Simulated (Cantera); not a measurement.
**Reactions in the system Ba-H-O**

Standard-state values (1 bar) from the NASA 1993 polynomials, evaluated with Cantera. Values are per mole of reaction as written; species without (g) are pure solids or liquids, kept so even where they would boil at 1 bar.

2 Ba(OH)2 ⇌ H2O2(g) + 2 H(g) + 2 BaO

| T (K) | ΔH° (kJ) | ΔS° (J/K) | ΔG° (kJ) | log10 K |
|---|---|---|---|---|
| 2475 | 1076.7 | 294.6 | 347.6 | -7.34 |
| 2525 | 1075.2 | 294.0 | 332.9 | -6.89 |
| 2575 | 1073.8 | 293.4 | 318.2 | -6.46 |
| 2625 | 1072.3 | 292.9 | 303.6 | -6.04 |
| 2675 | 1070.8 | 292.3 | 288.9 | -5.64 |
